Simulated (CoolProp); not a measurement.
Aqueous ethanol as a coolant, 56 % by mass, freezing at -41.9 °C, 1 atm.

Model: Melinder's fits for secondary coolants, in CoolProp.

| T (°C) | density (kg/m³) | Prandtl number | cp (kJ/(kg K)) | viscosity (mPa s) |
|---|---|---|---|---|
| -12.8 | 926.5 | 128 | 3.298 | 11.2 |
| -5.3 | 920.5 | 90.3 | 3.401 | 7.67 |
| 2.2 | 914.4 | 65.9 | 3.495 | 5.47 |
| 9.6 | 908.4 | 49.7 | 3.579 | 4.05 |
| 17.1 | 902.4 | 38.3 | 3.653 | 3.07 |
| 24.6 | 896.2 | 30.0 | 3.717 | 2.37 |
| 32 | 890.2 | 23.8 | 3.768 | 1.87 |
| 39.5 | 883.9 | 19.0 | 3.807 | 1.47 |
